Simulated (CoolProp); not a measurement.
C2F6 (R116) along the isotherm 37.25 °C: density (kg/m³) from the reference equation and from simpler models built on Tc = 19.9 °C, pc = 30.48 bar, ω = 0.257; each cubic takes its own stable root.

Computed with CoolProp (reference Helmholtz-energy equation of state, Lemmon 2006). It is a short technical equation, of lower accuracy than the large ones.

```tsv
p (bar)	phase	reference
0.145	gas	0.7764
0.212	gas	1.136
0.311	gas	1.668
0.457	gas	2.454
0.671	gas	3.610
0.985	gas	5.315
1.45	gas	7.857
2.12	gas	11.56
3.11	gas	17.12
4.57	gas	25.51
6.71	gas	38.29
9.85	gas	58.16
14.5	gas	90.59
21.2	gas	146.0
31.1	supercritical	263.2
45.7	supercritical	681.6
```

### Question
How far does each simpler model (ideal gas, van der Waals, Redlich-Kwong, Soave-Redlich-Kwong, Peng-Robinson) lie from the reference over these 16 states: mean and median of the absolute difference, and the worst?

### Answer
- ideal gas: mean 10.4 %, median 2.4 %, worst -64.1 % at 37.25 °C and 45.7 bar
- van der Waals: mean 0.7 %, median 0.1 %, worst -7.1 % at 37.25 °C and 45.7 bar
- Redlich-Kwong: mean 0.5 %, median 0.1 %, worst -2.8 % at 37.25 °C and 45.7 bar
- Soave-Redlich-Kwong: mean 0.9 %, median 0.0 %, worst -11.9 % at 37.25 °C and 45.7 bar
- Peng-Robinson: mean 1.1 %, median 0.3 %, worst -5.5 % at 37.25 °C and 45.7 bar
